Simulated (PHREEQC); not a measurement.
0.054 g of hydrous ferric oxide (600 m²/g; 0.2 weak and 0.005 strong sites per Fe, Dzombak-Morel constants, diffuse double layer) in 1 kg of water with 0.3 mol/kgw of an inert sodium salt and 0.0055 mmol/kgw Na2HAsO4 and 0.00028 mmol/kgw ZnSO4, at 25 °C; the pH is set by adding NaOH or the inert anion's acid. O2 is buffered at 0.21 atm. CO2 from the air is kept out. Precipitation was switched off in this run.

Equilibrium calculation in PHREEQC: ion-association model, wateq4f.dat.

```
pH     As sorbed (%)  S sorbed (%)  Zn sorbed (%)  surface charge σ (C/m²)  surface potential ψ (mV)
-----  -------------  ------------  -------------  -----------------------  ------------------------
4              100.0          43.1            0.0                    0.326                       120
4.67           100.0          32.3            0.1                    0.282                       112
5.33           100.0          15.6            [?]                    0.213                        98
6              100.0           3.9           17.9                      [?]                        77
6.67           100.0           0.6            [?]                    0.076                        52
7.33            99.9           0.1           98.0                      [?]                        24
8               99.2           0.0           99.9                   -0.007                        -5
8.67            95.6           0.0          100.0                   -0.045                       -33
9.33            84.4           0.0          100.0                      [?]                       -58
10              61.9           0.0          100.0                   -0.143                       [?]
10.67           31.3           0.0           99.9                   -0.211                       -98
11.33            8.7           0.0           99.1                   -0.283                      -112
12               1.7           0.0           75.5                   -0.339                      -120
```

Fill in the missing entries.


- 5.33, Zn sorbed (%): 1.4
- 6, surface charge σ (C/m²): 0.138
- 6.67, Zn sorbed (%): 76.5
- 7.33, surface charge σ (C/m²): 0.031
- 9.33, surface charge σ (C/m²): -0.088
- 10, surface potential ψ (mV): -79

Complexes and solids missing from the database can't appear. The database has no arsenate complexes of Zn.
